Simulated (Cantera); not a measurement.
Input: 1 mol SiCl₄, 0.83 mol Cl₂, 5.3 mol H₂, equilibrated at 1 atm.

Method: chemical equilibrium by Gibbs-energy minimisation in Cantera with the NASA 1993 tables (ideal gas, pure condensed phases). Candidate condensed phases: Si; 19 gas species. The tables' values for SiCl₃ are old estimates; treat these amounts as uncertain. The numbers say what is thermodynamically allowed, not how fast it happens.

log p: log10 of the partial pressure in bar; nothing condenses.

```tsv
T (K)	log p H₂	log p HCl	log p SiCl₄	log p SiHCl₃	log p SiCl₃	log p SiCl₂
673	-0.20	-0.63	-0.85	-4.32	-8.70	<-11
773	-0.20	-0.63	-0.85	-3.62	-6.93	-10.84
873	-0.20	-0.63	-0.85	-3.09	-5.57	-8.51
973	-0.20	-0.62	-0.85	-2.68	-4.49	-6.68
1073	-0.20	-0.62	-0.86	[?]	-3.64	[?]
1173	-0.20	-0.61	-0.88	-2.10	-2.94	-4.01
1273	-0.21	-0.60	-0.91	[?]	-2.38	[?]
1373	-0.22	-0.57	-0.96	-1.82	-1.96	-2.29
```

Task: What belongs in the gaps?

Result: 
- 1073, log p SiHCl₃: -2.36
- 1073, log p SiCl₂: -5.20
- 1273, log p SiHCl₃: -1.92
- 1273, log p SiCl₂: -3.04
